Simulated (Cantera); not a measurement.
Input: 1 mol Cr, 0.94 mol N₂O, 6.8 mol H₂, 1 mol O₂, held at 1802 °C and 8.60 bar.

Method: chemical equilibrium by Gibbs-energy minimisation in Cantera with the NASA 1993 tables (ideal gas, pure condensed phases). The numbers say what is thermodynamically allowed, not how fast it happens.

| species | before | after |
|---|---|---|
| H₂O | 0.186 | 0.673 |
| O₂ | 2.09e-9 | 0.227 |
| N₂ | 0.121 | 0.0916 |
| H₂ | 0.692 | 0.000240 |
| CrO₃ | <1e-9 | 2.31e-5 |
| NH₃ | 3.07e-5 | <1e-9 |
| HO₂ | <1e-9 | 1.80e-5 |
| NO₂ | <1e-9 | 1.56e-5 |
| O | 1.82e-8 | 0.000190 |
| NO | 3.65e-7 | 0.00332 |
| OH | 2.32e-5 | 0.00450 |
| Cr₂O₃(s), mol | 0.500 | 0.500 |
Gas species are given as mole fractions.

**Question.** Name the change that produced these shifts.
A. O₂ from 1 to 6 mol
B. pressure from 8.60 bar to 1.40e-5 bar
C. O₂ from 1 to 0.18 mol
D. temperature from 1802 °C to 2127 °C

**Answer.** A, O₂ from 1 to 6 mol. Gases not in the tables: CrO₂(OH)₂
